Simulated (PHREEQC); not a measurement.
A solution holds 0.023 mol/kgw Ba(NO3)2, at 25 °C. Closed to the air; pH follows from the charge balance.

Model: ion-association model, phreeqc.dat, run in PHREEQC.

| quantity | before | after |
|---|---|---|
| pH | 6.98 | 6.99 |
| BaOH+ (mol/kgw) | 3.75e-9 | 2.23e-9 |

Task: Which change was made?
A. temperature from 25 to 45 °C
B. Ba(NO3)2 from 0.023 to 0.046 mol/kgw
C. 0.01 mol/kgw LiOH added
D. Ba(NO3)2 from 0.023 to 0.0115 mol/kgw
E. Ba(NO3)2 from 0.023 to 0.0253 mol/kgw

Result: D, Ba(NO3)2 from 0.023 to 0.0115 mol/kgw

This is a speciation only: nothing precipitates in the calculation.
